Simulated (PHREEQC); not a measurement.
Solution (25 °C): 0.13 mol ZnCl2 and 0.051 mol H3BO3 per kg of water. Closed to the air; pH follows from the charge balance.

All values are PHREEQC results (ion-association model, phreeqc.dat), not measurements.

No solid was allowed to form.

Task: Order these Cl species by the share of Cl that they hold, largest first: ZnCl4-2, ZnCl3-, ZnCl+, Cl-, ZnCl2.

Result: Cl- (91 %), ZnCl+ (6.6 %), ZnCl2 (1.4 %), ZnCl3- (0.60 %), ZnCl4-2 (0.18 %)

Task: Order these Zn species by the share of Zn that they hold, largest first: Zn+2, ZnCl3-, ZnCl+, ZnCl2.

Result: Zn+2 (85 %), ZnCl+ (13 %), ZnCl2 (1.4 %), ZnCl3- (0.40 %)

The pH is 4.89 and the ionic strength 0.348 mol/kgw.
